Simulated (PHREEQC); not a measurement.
Consider water at 20 °C with 25 mmol/kgw NH4HF2, 1.3 mmol/kgw H2SiF6, 6.5 mmol/kgw HBF4 and 10 mmol/kgw HCl. Closed to the air; pH follows from the charge balance.

Computed with PHREEQC (ion-association model, wateq4f.dat).

Each row changes one thing in this solution. Precipitation was switched off in this run.

```csv
case,pH,ionic strength (mol/kgw),HF (mol/kgw),F- (mol/kgw),H2F2 (mol/kgw),HF2- (mol/kgw),SI of Quartz (SiO2)
as made,2.48,0.0301,0.0327,0.00862,0.00335,0.00104,-6.73
diluted 5-fold with water,2.75,0.00717,0.00669,0.00303,0.000140,7.47e-5,-3.70
HCl from 0.01 to 0.02 mol/kgw,2.12,0.0351,0.0364,0.00417,0.00417,0.000564,-6.30
HCl replaced by CsCl at the same molality,2.83,0.0380,0.0265,0.0160,0.00221,0.00158,-6.92
HCl from 0.01 to 0.1 mol/kgw,1.16,0.111,0.0394,0.000560,0.00496,8.33e-5,-4.78
temperature from 20 to 5 °C,2.44,0.0304,0.0299,0.00918,0.00465,0.000860,-7.48
H2SiF6 from 0.0013 to 0.00195 mol/kgw,2.43,0.0312,0.0333,0.00786,0.00348,0.000970,-6.51
```

wateq4f.dat counts part of the HF as a dimer, H2F2, which phreeqc.dat doesn't know; its constant is uncertain. Away from 25 °C the constants follow the database's enthalpies or fits; those with neither stay at their 25 °C values. SiF6-2 is the database's only silicon fluoride. Real BF4- forms and hydrolyses slowly; the run takes it at equilibrium.
